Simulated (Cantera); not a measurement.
Input: 1 mol SiH₄, a varied amount of NH₃, held at 1425 K and 17.0 Pa.

Equilibrium computed with Cantera from the NASA thermochemical tables; the gas is ideal and each condensed phase is pure. Candidate condensed phases: Si, Si₃N₄; 18 gas species. Mutual solubility and eutectic melting of coexisting phases are not modelled. Equilibrium is a limit: real reactors are often held back by kinetics, nucleation or transport.

x: gas mole fraction; n: condensed amount in mol.

```tsv
n(NH₃) (mol)	x H₂	x N₂	x H	x Si	x SiH	x SiH₂	n Si(s)	n Si₃N₄(s)
0.38	0.941	0.0589	0.000507	9.47e-6	5.32e-7	5.10e-7	0.956	0.0146
0.45	0.941	0.0589	0.000507	9.47e-6	5.32e-7	5.10e-7	0.913	0.0288
0.53	0.941	0.0589	0.000507	9.47e-6	5.32e-7	5.10e-7	0.865	0.0451
0.62	0.941	0.0589	0.000507	9.47e-6	5.32e-7	5.10e-7	0.810	0.0634
0.73	0.941	0.0589	0.000507	9.47e-6	5.32e-7	5.10e-7	0.743	0.0857
0.86	0.941	0.0589	0.000507	9.47e-6	5.32e-7	5.10e-7	0.664	0.112
1	0.941	0.0589	0.000507	9.47e-6	5.32e-7	5.10e-7	0.578	0.141
1.2	0.941	0.0589	0.000507	9.47e-6	5.32e-7	5.10e-7	___	___
1.4	0.941	0.0589	0.000507	9.47e-6	5.32e-7	5.10e-7	0.335	0.222
1.7	0.941	0.0589	0.000507	9.47e-6	5.32e-7	5.10e-7	___	___
2	0.937	0.0625	0.000506	9.10e-6	5.10e-7	4.88e-7	0	0.333
2.3	0.918	0.0814	0.000501	7.63e-6	4.23e-7	4.00e-7	0	0.333
```

**Question.** What belongs in the gaps?

**Answer.** 
- 1.7, n Si(s): 0.152
- 1.7, n Si₃N₄(s): 0.283
- 1.2, n Si(s): 0.456
- 1.2, n Si₃N₄(s): 0.181
